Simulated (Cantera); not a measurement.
Cantera with NASA thermochemical tables; ideal gases at 1 bar, condensed phases pure. Values are per mole of reaction as written; species without (g) are pure solids or liquids, kept so even where they would boil at 1 bar.

Cl2(g) + 2 H(g) → 2 HCl(g), with ΔH° = -620.6 kJ and ΔS° = -78.8 J/K at 300 K.

**Question.** How far is the shortcut ΔG° ≈ ΔH°(300 K) − T·ΔS°(300 K) from the full temperature-dependent value at 498, 698, 898, 1098, 1298, 1498, 1698, 1898, 2098 K?

**Answer.** 
```tsv
T (K)	shortcut (kJ)	full (kJ)	difference (kJ)	difference in log10 K
498	-581.4	-580.4	-1.0	0.10
698	-565.6	-562.1	-3.5	0.26
898	-549.9	-542.7	-7.1	0.41
1098	-534.1	-522.6	-11.5	0.55
1298	-518.3	-501.9	-16.4	0.66
1498	-502.6	-480.9	-21.7	0.76
1698	-486.8	-459.5	-27.3	0.84
1898	-471.0	-437.9	-33.1	0.91
2098	-455.3	-416.1	-39.2	0.98
```
The shortcut ignores the heat-capacity change of the reaction.
